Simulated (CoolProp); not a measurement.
A simple Rankine cycle with the fluoroketone C6F12O (FK-5-1-12): condensing at 306.15 K, boiler at 0.594 MPa, turbine inlet 400.1 K, turbine efficiency 0.8, pump efficiency 0.6, no recuperator. Each further row changes one setting.

Computed with CoolProp (reference Helmholtz-energy equation of state, McLinden 2015).

```tsv
case	thermal efficiency (%)	net work (kJ/kg)	heat in (kJ/kg)	turbine exit temperature (K)	volume ratio over the turbine
as stated	[?]	17.1	171	374.2	12.0
turbine inlet 420.1 K	9.5	18.3	192	394.7	11.5
condensing temperature 298.15 K	10.9	[?]	[?]	[?]	[?]
boiler pressure 0.416 MPa	8.6	15.0	174	[?]	7.89
turbine efficiency 0.7	8.7	14.9	171	[?]	12.0
```

### Question
What belongs in the gaps?

### Answer

- as stated, thermal efficiency (%): 10.0
- condensing temperature 298.15 K, net work (kJ/kg): 19.5
- condensing temperature 298.15 K, heat in (kJ/kg): 180
- condensing temperature 298.15 K, turbine exit temperature (K): 371.4
- condensing temperature 298.15 K, volume ratio over the turbine: 16.5
- boiler pressure 0.416 MPa, turbine exit temperature (K): 379.4
- turbine efficiency 0.7, turbine exit temperature (K): 376.6
